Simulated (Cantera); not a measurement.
# Premixed flame

A freely propagating, adiabatic, planar premixed flame of H2 : O2 : N2 = 1 : 0.704 : 2 (molar parts), equivalence ratio 0.71, unburnt at 300 K and 100.0 Torr; mixture-averaged transport, grid criteria slope 0.08 and curve 0.16, no radiation.

Model: the H2/O2 subset of GRI-Mech 3.0, which has no nitrogen chemistry, integrated in Cantera. Burning velocities carry a grid error of a few per cent, more on coarse grids.

| z (mm) | T (K) | u (m/s) | x H2 | x O2 | x O | x H2O | x H2O2 | x H |
|---|---|---|---|---|---|---|---|---|
| -13.3 | 300 | 1.93 | 0.270 | 0.190 | <1e-8 | <1e-8 | <1e-8 | <1e-8 |
| -8.84 | 300 | 1.93 | 0.270 | 0.190 | <1e-8 | <1e-8 | <1e-8 | <1e-8 |
| -6.63 | 300 | 1.93 | 0.270 | 0.190 | <1e-8 | <1e-8 | <1e-8 | <1e-8 |
| -4.42 | 300 | 1.93 | 0.270 | 0.190 | <1e-8 | <1e-8 | <1e-8 | <1e-8 |
| -2.21 | 304 | 1.95 | 0.267 | 0.191 | 2.94e-7 | 5.85e-5 | 1.96e-6 | 7.16e-7 |
| -1.10 | 549 | 3.41 | 0.230 | 0.189 | 0.000103 | 0.0174 | 4.73e-5 | 0.00401 |
| 0 | 1011 | 6.06 | 0.124 | 0.152 | 0.00518 | 0.106 | 1.24e-6 | 0.0350 |
| 1.10 | 1313 | 7.79 | 0.0399 | 0.0917 | 0.0156 | 0.208 | 1.44e-6 | 0.0543 |
| 2.21 | 1455 | 8.59 | 0.0271 | 0.0775 | 0.0179 | 0.231 | 1.03e-6 | 0.0489 |
| 4.42 | 1605 | 9.39 | 0.0256 | 0.0730 | 0.0169 | 0.241 | 5.52e-7 | 0.0372 |
| 8.84 | 1761 | 10.2 | 0.0233 | 0.0695 | 0.0144 | 0.252 | 2.73e-7 | 0.0256 |
| 17.7 | 1910 | 10.9 | 0.0192 | 0.0666 | 0.0111 | 0.264 | 1.47e-7 | 0.0157 |
| 35.4 | 2043 | 11.6 | 0.0140 | 0.0644 | 0.00755 | 0.277 | 9.13e-8 | 0.00828 |
x: mole fraction of selected species; z is measured from the peak of heat release.

```yaml
laminar_burning_velocity: 193 cm/s
thermal_thickness: 4.42 mm
peak x(O): 0.0179
peak x(H2O2): 5.54e-5
peak x(H): 0.0543
grid_points: 119
```
